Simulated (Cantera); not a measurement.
Mixture: 40.4 % H2, 9.60 % O2, 50.0 % N2, at 4200 Torr, adiabatic and at constant volume. Ignition delay is the time to a rise of 400 K.

Cantera simulation using GRI-Mech 3.0 (53 species, 325 reactions); the numbers are that mechanism's predictions, not measurements. The hydrogen kinetics of GRI-Mech 3.0 are dated; newer H2 mechanisms differ, most at raised pressure. Where the delays flatten at high temperature, the 400 K rule measures the pace of heat release, not the induction time.

**Question.** Predict: delay at 1000 K; delay at 1200 K; delay at 1400 K; delay at 1600 K; delay at 1800 K.

**Answer.** 
```json
{
  "delay at 1000 K": "8.43 ms",
  "delay at 1200 K": "21.8 µs",
  "delay at 1400 K": "4.58 µs",
  "delay at 1600 K": "2.30 µs",
  "delay at 1800 K": "1.53 µs"
}
```
